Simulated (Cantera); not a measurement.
Charge: 1 mol HgO, 0.049 mol O2, 4.7 mol H2, at 1150 K and 3200 Pa.

Cantera equilibrium calculation (NASA polynomials, part measured and part estimated; ideal gas, pure solids and liquids). Candidate condensed phases: H2O, Hg, HgO; 10 gas species. Rates play no part.

Question: What is the equilibrium state?

Answer: x(H2): 0.632
x(H2O): 0.193
x(Hg): 0.175
gas amount: 5.700 mol
log10 activity of Hg(l) (absent): -4.42
